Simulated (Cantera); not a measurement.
A Cantera script and its output.

```python
import numpy as np
import cantera as ct

gas = ct.Solution("SiF4_NH3_mec.yaml", "gas")
gas.TPX = 1725, 2666, {'NH3': 1, 'H2': 9.7}
reactor = ct.IdealGasConstPressureReactor(gas, energy="off", clone=False)
net = ct.ReactorNet([reactor])
net.rtol, net.atol = 1e-08, 1e-18
show = ['NH3', 'H2', 'N2', 'NH2', 'H', 'N2H4']
times = np.geomspace(1e-05, 30, 11)

steps = ct.SolutionArray(gas, extra=["t"])
rows = []
print(f"{'t/s':>10s}{'T/K':>9s}{'P/Pa':>11s}" + "".join(f"{s:>11s}" for s in show))
for t in times:
    while net.time < t:
        t_next = net.step()
        steps.append(gas.state, t=t_next)
    rows.append([np.interp(t, steps.t, y) for y in (steps.T, steps.P, *steps(*show).X.T)])
    print(f"{t:10.3e}{rows[-1][0]:9.1f}{rows[-1][1]:11.4g}" + "".join(f"{x:11.3e}" for x in rows[-1][2:]))
rate = np.gradient(steps.T, steps.t)
print("integrator steps:", len(steps.t))
if steps.T.max() > steps.T[0] + 200:
    print(f"time of steepest temperature rise: {steps.t[rate.argmax()]:.4e} s")
gas.TPX = 1725, 2666, {'NH3': 1, 'H2': 9.7}
gas.equilibrate("TP")
print(f"equilibrium (TP): T = {gas.T:.1f} K  " + "  ".join(f"{s} {gas[s].X[0]:.3e}" for s in show))
```

Output:

```
       t/s      T/K       P/Pa        NH3         H2         N2        NH2          H       N2H4
 1.000e-05   1725.0       2666  9.346e-02  9.065e-01  5.710e-21  5.924e-09  1.107e-08  7.313e-19
 4.443e-05   1725.0       2666  9.346e-02  9.065e-01  4.908e-18  1.888e-08  5.663e-08  2.466e-17
 1.974e-04   1725.0       2666  9.346e-02  9.065e-01  3.449e-15  7.338e-08  2.621e-07  6.935e-16
 8.773e-04   1725.0       2666  9.346e-02  9.065e-01  1.378e-12  3.155e-07  1.175e-06  1.571e-14
 3.898e-03   1725.0       2666  9.346e-02  9.065e-01  2.119e-10  1.391e-06  5.232e-06  3.208e-13
 1.732e-02   1725.0       2666  9.345e-02  9.065e-01  2.278e-08  6.166e-06  2.324e-05  6.370e-12
 7.696e-02   1725.0       2666  9.342e-02  9.064e-01  2.686e-06  2.704e-05  1.020e-04  1.224e-10
 3.420e-01   1725.0       2666  9.289e-02  9.066e-01  2.181e-04  7.016e-05  2.663e-04  8.200e-10
 1.519e+00   1725.0       2666  8.943e-02  9.084e-01  1.801e-03  6.980e-05  2.757e-04  8.112e-10
 6.752e+00   1725.0       2666  7.585e-02  9.158e-01  8.016e-03  6.221e-05  2.921e-04  6.441e-10
 3.000e+01   1725.0       2666  3.899e-02  9.357e-01  2.488e-02  3.908e-05  3.648e-04  2.538e-10
integrator steps: 606
equilibrium (TP): T = 1725.0 K  NH3 1.753e-07  H2 9.562e-01  N2 4.271e-02  NH2 5.279e-10  H 1.120e-03  N2H4 4.679e-20
```

Cantera simulation using the gas-phase N/H chemistry of the illustrative SiF4/NH3 mechanism in the Surface Chemkin manual (1991); the numbers are that mechanism's predictions, not measurements. Walls and surfaces, which speed up NH3 decomposition in real reactors, are not modelled.
